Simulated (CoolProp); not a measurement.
Vapour-liquid equilibrium of propane (1) + n-pentane (2) at 0.0403 MPa; x and y are mole fractions of (1).

Computed with CoolProp (multi-fluid Helmholtz-energy mixture model, Lemmon 2009 and Thol 2019; pair parameters Kunz 2012).

Problem. Give the bubble temperature and the first vapour's composition at x = 0.15, 0.25, 0.55. Is there an azeotrope?

Solution. x = 0.15: 246.1 K, y = 0.868; x = 0.25: 236.0 K, y = 0.935; x = 0.55: 222.1 K, y = 0.983. No azeotrope shows between x = 0.05 and 0.95.

The pair parameters rest on a limited set of measurements; away from them the model extrapolates.
